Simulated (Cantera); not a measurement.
An adiabatic, constant-volume homogeneous reactor starts with 4.91 % CH4, 20.0 % O2, 75.1 % N2, equivalence ratio 0.49, at 1575 K and 3.36 atm.

Model: GRI-Mech 3.0 (53 species, 325 reactions), integrated in Cantera.

Q: Predict: time of steepest temperature rise; temperature at 1.00 s; equilibrium temperature; x(O2) at 1.00 s; x(N2O) at 1.00 s; x(H2) at 1.00 s.

A: 
- time of steepest temperature rise: 0.173 ms
- temperature at 1.00 s: 2654 K
- equilibrium temperature: 2654 K
- x(O2) at 1.00 s: 0.0904 (gas-phase equilibrium 0.0904)
- x(N2O) at 1.00 s: 2.44e-6 (gas-phase equilibrium 2.44e-6)
- x(H2) at 1.00 s: 0.00150 (gas-phase equilibrium 0.00150)
